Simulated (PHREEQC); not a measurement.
A column of 0.5 m (40 cells, dispersivity 0.04 m, 720 s a shift, diffusion coefficient 3e-10 m²/s) holds 0.11 eq of the database's cation exchanger X per kg of pore water, first in equilibrium with 0.0074 mol ZnCl2, 0.0016 mol KBr and 1e-05 mol HCl per kg of water. It is flushed with 0.0012 mol PbCl2, 0.047 mol LiCl and 1e-05 mol HCl per kg of water, at 40 °C. Values are for the last cell. No CO2 enters from the air. Precipitation was switched off in this run.

Computed with PHREEQC (ion-association model, phreeqc.dat).

```csv
pore volumes,Li in solution (mol/kgw),Br in solution (mol/kgw),Pb in solution (mol/kgw),K in solution (mol/kgw)
0,0,0.00160,0,0.00160
0.4625,0.000117,0.00155,0,0.00164
0.9125,0.00834,0.000831,6.76e-11,0.00187
1.137,0.0161,0.000480,3.12e-9,0.00179
1.587,0.0284,0.000129,9.13e-8,0.00144
2.038,0.0351,3.03e-5,3.75e-7,0.00111
2.487,0.0386,6.71e-6,8.21e-7,0.000859
2.938,0.0408,1.45e-6,1.39e-6,0.000671
3.388,0.0421,3.10e-7,2.09e-6,0.000529
3.612,0.0427,1.43e-7,2.48e-6,0.000471
4.062,0.0435,3.03e-8,3.38e-6,0.000375
4.513,0.0441,6.41e-9,4.45e-6,0.000299
4.963,0.0446,1.35e-9,5.71e-6,0.000239
5.412,0.0450,2.86e-10,7.20e-6,0.000192
5.862,0.0453,6.04e-11,8.94e-6,0.000154
6.088,0.0454,2.77e-11,9.92e-6,0.000137
6.537,0.0456,5.86e-12,1.21e-5,0.000110
6.987,0.0458,1.24e-12,1.47e-5,8.82e-5
```

Constants without temperature data keep their 25 °C values here.
